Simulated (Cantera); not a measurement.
A perfectly stirred reactor is fed with NO : N2 = 1 : 0.6 (molar parts), at 750 Torr; it is held at 2200 K, and followed from long to short residence time.

Detailed kinetics in Cantera: GRI-Mech 3.0 (53 species, 325 reactions).

**Question.** What does this change do: pressure from 750 Torr to 120 Torr?

**Answer.** 
```csv
quantity,before,after
x(NO) at τ = 26.0 s,0.0186,0.0246
x(O) at τ = 26.0 s,0.00150,0.00371
x(N2) at τ = 26.0 s,0.678,0.674
x(NO2) at τ = 26.0 s,2.84e-5,1.49e-5
x(N2O) at τ = 26.0 s,7.92e-7,4.19e-7
x(NO) at τ = 0.170 s,0.238,0.409
x(O) at τ = 0.170 s,0.00122,0.00234
x(N2) at τ = 0.170 s,0.568,0.482
x(NO2) at τ = 0.170 s,0.000291,0.000149
x(N2O) at τ = 0.170 s,2.58e-5,6.30e-5
```

**Question.** What does this change do: pressure from 750 Torr to 20.0 Torr?

**Answer.** 
| quantity | before | after |
|---|---|---|
| x(NO) at τ = 26.0 s | 0.0186 | 0.0365 |
| x(O) at τ = 26.0 s | 0.00150 | 0.00890 |
| x(N2) at τ = 26.0 s | 0.678 | 0.666 |
| x(NO2) at τ = 26.0 s | 2.84e-5 | 8.90e-6 |
| x(N2O) at τ = 26.0 s | 7.92e-7 | 3.51e-7 |
| x(NO) at τ = 0.170 s | 0.238 | 0.551 |
| x(O) at τ = 0.170 s | 0.00122 | 0.00354 |
| x(N2) at τ = 0.170 s | 0.568 | 0.411 |
| x(NO2) at τ = 0.170 s | 0.000291 | 4.59e-5 |
| x(N2O) at τ = 0.170 s | 2.58e-5 | 9.75e-5 |
Radical loss at walls, strong at low pressure, is not modelled.
